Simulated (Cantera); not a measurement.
Input: 1 mol BN, 0.13 mol N2, equilibrated at 1.20 Pa.

Cantera equilibrium calculation (NASA polynomials, part measured and part estimated; ideal gas, pure solids and liquids). Candidate condensed phases: B, BN; 5 gas species. The numbers say what is thermodynamically allowed, not how fast it happens.

Q: Which condensed phases are stable at each of these points (T (K)): 1523, 1623, 1723, 1823, 1923, 2023, 2123, 2223?

A: 
```tsv
T (K)	condensed phases	B condensed (%)
1523	BN(s)	100.0
1623	BN(s)	100.0
1723	BN(s)	100.0
1823	BN(s)	100.0
1923	B(s)	99.8
2023	B(s)	99.0
2123	B(s)	94.8
2223	B(s)	71.4
```

From 1523 K to 1823 K the condensed part is BN(s). From 1923 K to 2223 K the condensed part is B(s).
